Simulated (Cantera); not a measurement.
Charge: 1 mol B₂O₃, 19 mol HF, at 12.0 Pa.

Equilibrium computed with Cantera from the NASA thermochemical tables; the gas is ideal and each condensed phase is pure. Candidate condensed phases: B, B₂O₃, B₃O₃H₃, H₂O; 43 gas species. The numbers say what is thermodynamically allowed, not how fast it happens.

Problem. At 1750 K, list the 7 most abundant gas species with their mole fractions, and the condensed phases.

Solution. HF 0.849, BOF 0.0976, H₂O 0.0437, H₂ 0.00334, HBO₂ 0.00189, O₂ 0.00158, H 0.00123. Condensed: gas only.
